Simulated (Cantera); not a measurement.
Cantera run, input and output.

```python
import numpy as np
import cantera as ct

gas = ct.Solution("gri30.yaml")
gas.TPX = 1600, 100000, {'CH3OH': 1, 'O2': 0.882, 'N2': 6.53}
reactor = ct.IdealGasConstPressureReactor(gas, energy="on", clone=False)
net = ct.ReactorNet([reactor])
net.rtol, net.atol = 1e-08, 1e-16
show = ['CH3OH', 'O2', 'CH2', 'CH2O', 'C2H', 'HCN']
times = np.geomspace(9e-06, 0.1, 16)

steps = ct.SolutionArray(gas, extra=["t"])
rows = []
print(f"{'t/s':>10s}{'T/K':>9s}{'P/Pa':>11s}" + "".join(f"{s:>11s}" for s in show))
for t in times:
    while net.time < t:
        t_next = net.step()
        steps.append(gas.state, t=t_next)
    rows.append([np.interp(t, steps.t, y) for y in (steps.T, steps.P, *steps(*show).X.T)])
    print(f"{t:10.3e}{rows[-1][0]:9.1f}{rows[-1][1]:11.4g}" + "".join(f"{x:11.3e}" for x in rows[-1][2:]))
rate = np.gradient(steps.T, steps.t)
print("integrator steps:", len(steps.t))
if steps.T.max() > steps.T[0] + 200:
    print(f"time of steepest temperature rise: {steps.t[rate.argmax()]:.4e} s")
gas.TPX = 1600, 100000, {'CH3OH': 1, 'O2': 0.882, 'N2': 6.53}
gas.equilibrate("HP")
print(f"equilibrium (HP): T = {gas.T:.1f} K  " + "  ".join(f"{s} {gas[s].X[0]:.3e}" for s in show))
```

Output:

```
       t/s      T/K       P/Pa      CH3OH         O2        CH2       CH2O        C2H        HCN
 9.000e-06   1599.8      1e+05  1.183e-01  1.045e-01  6.420e-07  3.856e-04  1.564e-15  3.519e-12
 1.675e-05   1600.0      1e+05  1.176e-01  1.041e-01  6.406e-07  9.579e-04  5.628e-15  8.521e-12
 3.117e-05   1601.7      1e+05  1.152e-01  1.030e-01  6.475e-07  2.921e-03  2.952e-14  2.561e-11
 5.800e-05   1616.5      1e+05  1.035e-01  9.768e-02  7.628e-07  1.175e-02  2.850e-13  1.179e-10
 1.079e-04   1985.8      1e+05  8.872e-04  3.808e-02  6.754e-06  3.190e-03  1.419e-09  6.983e-08
 2.008e-04   2219.1      1e+05  2.357e-15  3.146e-03  2.486e-14  1.049e-09  8.398e-20  4.205e-11
 3.737e-04   2340.4      1e+05  2.634e-15  1.557e-03  3.495e-14  1.224e-09  2.148e-19  1.237e-10
 6.954e-04   2416.0      1e+05  3.036e-15  6.878e-04  5.295e-14  1.393e-09  5.354e-19  4.663e-10
 1.294e-03   2455.6      1e+05  3.478e-15  3.233e-04  7.100e-14  1.533e-09  1.063e-18  1.601e-09
 2.408e-03   2470.3      1e+05  3.763e-15  2.128e-04  8.014e-14  1.611e-09  1.459e-18  3.475e-09
 4.481e-03   2472.5      1e+05  3.834e-15  1.944e-04  8.197e-14  1.629e-09  1.552e-18  4.993e-09
 8.339e-03   2471.9      1e+05  3.852e-15  1.920e-04  8.216e-14  1.632e-09  1.558e-18  6.691e-09
 1.552e-02   2471.1      1e+05  3.872e-15  1.898e-04  8.237e-14  1.635e-09  1.563e-18  8.838e-09
 2.888e-02   2470.3      1e+05  3.889e-15  1.880e-04  8.255e-14  1.637e-09  1.567e-18  1.058e-08
 5.374e-02   2470.1      1e+05  3.895e-15  1.874e-04  8.263e-14  1.638e-09  1.568e-18  1.120e-08
 1.000e-01   2470.1      1e+05  3.896e-15  1.873e-04  8.263e-14  1.638e-09  1.568e-18  1.125e-08
integrator steps: 1656
time of steepest temperature rise: 1.0550e-04 s
equilibrium (HP): T = 2470.1 K  CH3OH 3.982e-15  O2 1.873e-04  CH2 8.912e-14  CH2O 1.638e-09  C2H 1.705e-18  HCN 1.125e-08
```

Cantera simulation using GRI-Mech 3.0 (53 species, 325 reactions); the numbers are that mechanism's predictions, not measurements. GRI-Mech 3.0 was tuned for natural gas; its chemistry of methanol as a main component is partial and can be far from experiment.
